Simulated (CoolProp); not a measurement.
A single-stage vapour-compression cycle with propylene: evaporating at 259.15 K (dew point), condensing at 318.15 K (bubble point), superheat 5 K, subcooling 5 K, compressor efficiency 0.85, no pressure losses. Each further row changes one setting.

The numbers come from the reference Helmholtz-energy equation of state, Lemmon 2013 in CoolProp.

```
case                              cooling COP  pressure ratio  discharge temperature (K)  refrigerating effect (kJ/kg)  volumetric capacity (kJ/m³)
--------------------------------  -----------  --------------  -------------------------  ----------------------------  ---------------------------
as stated                                2.81            4.91                      343.7                           267                         2100
evaporating temperature 264.15 K         3.20            4.17                      341.4                           272                         2500
condensing temperature 313.15 K          3.18            4.39                      337.6                           281                         2210
subcooling 10 K                          2.95            4.91                      343.7                           281                         2210
superheat 15 K                           2.82            4.91                      353.7                           283                         2110
compressor efficiency 0.75               2.48            4.91                      349.9                           267                         2100
```
